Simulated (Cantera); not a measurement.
Feed: 1 mol Si3N4, 63 mol HCl, at 2000 K and 13.3 mbar.

Cantera equilibrium calculation (NASA polynomials, part measured and part estimated; ideal gas, pure solids and liquids). The tables' values for SiCl3, SiCl are old estimates; treat these amounts as uncertain. Kinetics and transport are ignored.

| species | before | after |
|---|---|---|
| HCl | 0.823 | 0.823 |
| H2 | 0.0630 | 0.0965 |
| SiCl4 | 0.000360 | 0.0479 |
| SiCl2 | 0.0413 | 1.99e-5 |
| Cl | 0.0344 | 1.51e-6 |
| N2 | 0.0303 | 0.0323 |
| SiCl | 5.90e-5 | <1e-9 |
| H | 0.00353 | 2.01e-7 |
| Cl2 | 2.90e-5 | 4.03e-9 |
| SiCl3 | 0.00360 | 0.000295 |
| SiHCl3 | 1.07e-5 | 0.000114 |
Gas species are given as mole fractions.

### Question
Name the change that produced these shifts.
A) pressure from 13.3 mbar to 1.40 mbar
B) pressure from 13.3 mbar to 8.90 Pa
C) pressure from 13.3 mbar to 1.33 mbar
D) temperature from 2000 K to 1150 K

### Answer
D, temperature from 2000 K to 1150 K. The tables' values for SiCl3 are old estimates; treat these amounts as uncertain
